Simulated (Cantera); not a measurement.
Charge: 1 mol MgO, 0.43 mol O₂, 0.16 mol H₂O, equilibrated at 1000 Pa.

These are equilibrium values from Cantera (NASA tables, ideal gas, pure condensed phases), not measurements of a reactor. Candidate condensed phases: H₂O, Mg, MgO, Mg(OH)₂; 15 gas species. Rates play no part. All values below are at 1673 K.

Base state: O₂ 0.728, H₂O 0.270, OH 0.00214, O 0.000285, H₂ 4.77e-5 (mole fractions); condensed: MgO(s).

### Question
What changes in the equilibrium state with this change: pressure from 1000 Pa to 13300 Pa?

### Answer
```tsv
species	before	after
O₂	0.728	0.728
H₂O	0.270	0.271
OH	0.00214	0.00112
O	0.000285	7.81e-5
H₂	4.77e-5	1.31e-5
MgO(s), mol	1.00	1.00
```
